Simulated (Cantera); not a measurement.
Feed: 1 mol AlCl₃, 4.4 mol O₂, 41 mol N₂, 2.2 mol NH₃, equilibrated at 552 °C and 13.3 mbar.

These are equilibrium values from Cantera (NASA tables, ideal gas, pure condensed phases), not measurements of a reactor. Candidate condensed phases: Al, AlCl₃, AlN, Al₂O₃, H₂O, NH₄Cl; 45 gas species. Condensed phases not in the tables: AlOCl. Equilibrium is a limit: real reactors are often held back by kinetics, nucleation or transport.

Base state: N₂ 0.849, HCl 0.0544, O₂ 0.0539, H₂O 0.0394, Cl₂ 0.00306 (mole fractions); condensed: Al₂O₃(s).

What changes in the equilibrium state with this change: NH₃ from 2.2 to 10 mol?


```
species         before   after
-------------  -------  ------
N₂               0.849   0.736
H₂O             0.0394   0.117
H₂               <1e-9  0.0992
O₂              0.0539   <1e-9
HCl             0.0544  0.0480
Cl₂            0.00306   <1e-9
Al₂O₃(s), mol    0.500   0.500
```
